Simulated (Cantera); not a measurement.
A perfectly stirred reactor is fed with C2H4 : H2 = 1 : 16 (molar parts), at 0.240 Torr; it is held at 1748 K, and followed from long to short residence time.

Computed with Cantera and GRI-Mech 3.0 (53 species, 325 reactions). GRI-Mech 3.0 was tuned for natural gas; its chemistry of ethylene as a main component is partial and can be far from experiment. GRI-Mech 3.0 stops at C3 and has no aromatics, soot or wall deposition, so with more carbon than oxygen in the feed, carbon stays in small species such as C2H2 where larger ones or solid carbon would form. Radical loss at walls, strong at low pressure, is not modelled.

Task: What does this change do: C2H4 1 to 2.9 parts?

Result: 
```tsv
quantity	before	after
x(C2H4) at τ = 4.00 s	0.00536	0.0128
x(H2) at τ = 4.00 s	0.944	0.865
x(C2H) at τ = 4.00 s	5.20e-8	1.47e-7
x(CH4) at τ = 4.00 s	4.17e-6	1.04e-5
x(C2H6) at τ = 4.00 s	6.72e-10	1.49e-9
x(C2H4) at τ = 62.0 ms	0.0532	0.138
x(H2) at τ = 62.0 ms	0.941	0.849
x(C2H) at τ = 62.0 ms	3.41e-10	1.74e-9
x(CH4) at τ = 62.0 ms	8.95e-8	2.80e-7
x(C2H6) at τ = 62.0 ms	5.00e-9	1.16e-8
```
